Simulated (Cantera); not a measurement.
Input: 1 mol SiH4, 0.14 mol HCl, 51 mol H2, 0.0087 mol C2H2, held at 43.0 mbar.

These are equilibrium values from Cantera (NASA tables, ideal gas, pure condensed phases), not measurements of a reactor. Candidate condensed phases: C, C6H6, C7H8, C8H18, Si, SiC; 109 gas species. Mutual solubility and eutectic melting of coexisting phases are not modelled. Gases not in the tables: Si2H6 and higher silanes. Rates play no part.

### Question
What share of the Si ends up in condensed phases as a function of T (K), at 1825, 1875, 1925, 1975, 2025, 2075, 2125, 2175, 2225, 2275, 2325, 2375, 2425, 2475?

### Answer
```csv
T (K),Si condensed (%),as
1825,99.0,Si(l) + SiC(s)
1875,98.2,Si(l) + SiC(s)
1925,96.8,Si(l) + SiC(s)
1975,94.4,Si(l) + SiC(s)
2025,90.3,Si(l) + SiC(s)
2075,83.4,Si(l) + SiC(s)
2125,71.9,Si(l) + SiC(s)
2175,53.9,Si(l)
2225,27.4,Si(l)
2275,0.0,-
2325,0.0,-
2375,0.0,-
2425,0.0,-
2475,0.0,-
```
